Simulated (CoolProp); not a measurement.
Fluoroethane (R161) at several states: density (kg/m³) from the reference equation and from simpler models built on Tc = 102.1 °C, pc = 5010 kPa, ω = 0.216; each cubic takes its own stable root.

The numbers come from the reference Helmholtz-energy equation of state, Wu 2012 in CoolProp.

```
T (°C)   p (kPa)   phase  reference
-------  -------  ------  ---------
119.75      5000     gas      121.8
-134.15     1010  liquid      945.6
-134.95     1660  liquid      946.9
10.85       45.8     gas     0.9399
-126.75     5000  liquid      937.9
```

Q: How far does each simpler model (van der Waals, Redlich-Kwong) lie from the reference over these 5 states: mean and median of the absolute difference, and the worst?

A: 
- van der Waals: mean 26.1 %, median 42.5 %, worst -42.8 % at -134.15 °C and 1010 kPa
- Redlich-Kwong: mean 8.9 %, median 14.7 %, worst -14.8 % at -134.95 °C and 1660 kPa
